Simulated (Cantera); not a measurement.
What does this Cantera script print?

```python
import numpy as np
import cantera as ct

gas_names = """
    Fe FeO O O2 O3
""".split()
cond_names = """
    Fe(a) Fe(c) Fe(d) Fe(L) FeO(s) FeO(L) Fe2O3(s) Fe3O4(s)
""".split()


def load(file, names, dense=False):
    # The tables refer to 1 bar. Condensed volumes are neglected.
    table = {s.name: s for s in ct.Species.list_from_file(file)}
    out = []
    for n in names:
        d = dict(table[n].input_data)
        d["thermo"] = dict(d["thermo"], **{"reference-pressure": 1e5})
        if dense:
            d["equation-of-state"] = {"model": "constant-volume", "density": "1e6 g/cm^3"}
        out.append(ct.Species.from_dict(d))
    return out


gas = ct.Solution(thermo="ideal-gas", species=load("nasa_gas.yaml", gas_names))
cond = {s.name: ct.Solution(thermo="fixed-stoichiometry", species=[s], name=s.name)
        for s in load("nasa_condensed.yaml", cond_names, dense=True)}
atoms = {
    'Fe2O3': {'Fe': 2, 'O': 3},
    'O2': {'O': 2},
}
top_T = {'Fe2O3(s)': 1830, 'Fe3O4(s)': 1870}  # K; cautious upper limits of use, not melting points


def equilibrate(T, P, feed):
    n = {}
    for name, mol in feed.items():
        for a, k in atoms[name].items():
            n[a] = n.get(a, 0.0) + k * mol
    gas.TPX = T, P, n
    mass = sum(n.values()) * gas.mean_molecular_weight
    gas.equilibrate("TP")
    valid = [c for c in cond.values() if c.min_temp <= T <= top_T.get(c.name, c.max_temp)]
    mix = ct.Mixture([(gas, mass / gas.mean_molecular_weight)] + [(c, 0.0) for c in valid])
    mix.T, mix.P = T, P
    mix.equilibrate("TP", solver="vcs", rtol=1e-11, max_steps=5000)
    return mix


results = []
feed = {'Fe2O3': 1, 'O2': 4.5}  # mol
T = 1025  # K
P = 1800  # Pa
mix = equilibrate(T, P, feed)
results.append((T, P, feed, dict(zip(mix.species_names, mix.species_moles))))
print(gas.report(threshold=1e-06))
for i in range(1, mix.n_phases):
    print(f"{mix.phase(i).name:16s} {mix.phase_moles(i):12.5e} mol")
```

It prints:

```
       temperature   1025 K
          pressure   1800 Pa
           density   0.0067583 kg/m^3
  mean mol. weight   31.998 kg/kmol
   phase of matter   gas

                          1 kg             1 kmol
                     ---------------   ---------------
          enthalpy        7.3692e+05         2.358e+07  J
   internal energy        4.7058e+05        1.5058e+07  J
           entropy            8683.4        2.7785e+05  J/K
    Gibbs function       -8.1636e+06       -2.6122e+08  J
 heat capacity c_p            1092.9             34972  J/K
 heat capacity c_v             833.1             26658  J/K

                      mass frac. Y      mole frac. X     chem. pot. / RT
                     ---------------   ---------------   ---------------
                O2                 1                 1           -30.651
     [   +4 minor]        1.2328e-09        2.4615e-09

Fe(a)             0.00000e+00 mol
FeO(s)            0.00000e+00 mol
Fe2O3(s)          1.00000e+00 mol
Fe3O4(s)          0.00000e+00 mol
```

These are equilibrium values from Cantera (NASA tables, ideal gas, pure condensed phases), not measurements of a reactor.
